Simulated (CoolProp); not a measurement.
A single-stage vapour-compression cycle with R1336mzz(E): evaporating at 253.15 K (dew point), condensing at 311.15 K (bubble point), superheat 2 K, subcooling 5 K, compressor efficiency 0.7, no pressure losses. Each further row changes one setting.

The numbers come from the reference Helmholtz-energy equation of state, Akasaka 2023 in CoolProp.

```tsv
case	cooling COP	pressure ratio	discharge temperature (K)	refrigerating effect (kJ/kg)	volumetric capacity (kJ/m³)
as stated	2.32	10.7	317.1	104	229
evaporating temperature 258.15 K	___	___	316.0	107	___
condensing temperature 306.15 K	2.64	9.08	312.6	110	243
subcooling 10 K	2.46	10.7	317.1	110	243
superheat 12 K	2.38	10.7	___	112	___
compressor efficiency 0.6	___	10.7	325.5	104	229
```

**Question.** Complete the blanks.

**Answer.** 
- evaporating temperature 258.15 K, cooling COP: 2.67
- evaporating temperature 258.15 K, pressure ratio: 8.26
- evaporating temperature 258.15 K, volumetric capacity (kJ/m³): 302
- superheat 12 K, discharge temperature (K): 328.3
- superheat 12 K, volumetric capacity (kJ/m³): 236
- compressor efficiency 0.6, cooling COP: 1.99
